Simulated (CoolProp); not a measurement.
Model: reference Helmholtz-energy equation of state, Lemmon 2005, in CoolProp. It is a short technical equation, of lower accuracy than the large ones.

Task: Give the vapour pressure (MPa), liquid density (kg/m³), enthalpy of vaporisation (kJ/kg), liquid cp (kJ/(kg K)) of saturated trans-2-butene at 350.7, 374, 397.3 K.

Result: 
```json
[
 {"T (K)": "350.7", "p (MPa)": "0.941", "liquid density (kg/m³)": "528", "enthalpy of vaporisation (kJ/kg)": "316", "liquid cp (kJ/(kg K))": "2.67"},
 {"T (K)": "374", "p (MPa)": "1.53", "liquid density (kg/m³)": "489", "enthalpy of vaporisation (kJ/kg)": "276", "liquid cp (kJ/(kg K))": "2.94"},
 {"T (K)": "397.3", "p (MPa)": "2.37", "liquid density (kg/m³)": "440", "enthalpy of vaporisation (kJ/kg)": "222", "liquid cp (kJ/(kg K))": "3.45"}
]
```
